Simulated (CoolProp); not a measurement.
Properties of propylene glycol along the isobar 5.69 bar (Tc = 400.8 °C, pc = 72.92 bar, ω = 0.327).

Computed with CoolProp (reference Helmholtz-energy equation of state, Eisenbach 2021).

```csv
T (°C),phase,density (kg/m³),cp (kJ/(kg K)),isothermal compressibility (1/MPa),fugacity coefficient
235.85,liquid,…,3.640,0.001879,…
248.65,liquid,824.9,3.717,0.002131,0.8345
261.55,gas,10.45,2.809,1.895,0.9369
274.35,gas,10.13,…,…,0.9425
287.25,gas,9.839,2.882,1.867,0.9475
300.05,gas,9.569,…,1.856,0.9519
312.85,gas,9.316,2.951,1.847,0.9560
325.75,gas,9.077,2.984,1.838,0.9596
```

What belongs in the gaps?


- 235.85, density (kg/m³): 840.5
- 235.85, fugacity coefficient: 0.6266
- 274.35, cp (kJ/(kg K)): 2.846
- 274.35, isothermal compressibility (1/MPa): 1.880
- 300.05, cp (kJ/(kg K)): 2.917
